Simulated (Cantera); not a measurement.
A counterflow diffusion flame at 1.01 bar, nozzles 20 mm apart: fuel side CH4 = 1 (molar parts) at 423 K, oxidiser side O2 : N2 = 0.18 : 0.82 (molar parts) at 425 K, fuel mass flux 0.87 times the oxidiser's; mixture-averaged transport, no radiation.

Detailed kinetics in Cantera: GRI-Mech 3.0 (53 species, 325 reactions). GRI-Mech 3.0 has no aromatics or soot, which form on the fuel side of real flames. The maximum strain rate includes the flame's own expansion and is several times the mean.

x: mole fraction; the columns are a selection and need not sum to one.

```csv
oxidiser flux (kg/m²/s),max strain (1/s),mean strain (1/s),T max (K),peak x OH,peak x H,peak x NO,peak x CO,peak x C2H2
0.25,174,38.7,1956,0.00501,0.00291,0.000150,0.0370,0.00786
0.34,232,52.6,1940,0.00492,0.00300,0.000131,0.0371,0.00715
0.46,___,71.2,1926,0.00482,0.00308,___,0.0373,___
0.63,403,97.5,1908,0.00467,0.00314,9.09e-5,0.0377,0.00582
0.85,522,132,1887,0.00443,0.00312,6.94e-5,0.0382,0.00504
1.2,698,186,1849,0.00396,0.00293,4.29e-5,0.0389,0.00385
1.6,___,248,1784,___,___,___,0.0393,___
```

Q: What belongs in the gaps?

A: 
- 0.46, max strain (1/s): 305
- 0.46, peak x NO: 0.000112
- 0.46, peak x C2H2: 0.00649
- 1.6, max strain (1/s): 889
- 1.6, peak x OH: 0.00311
- 1.6, peak x H: 0.00238
- 1.6, peak x NO: 1.80e-5
- 1.6, peak x C2H2: 0.00227
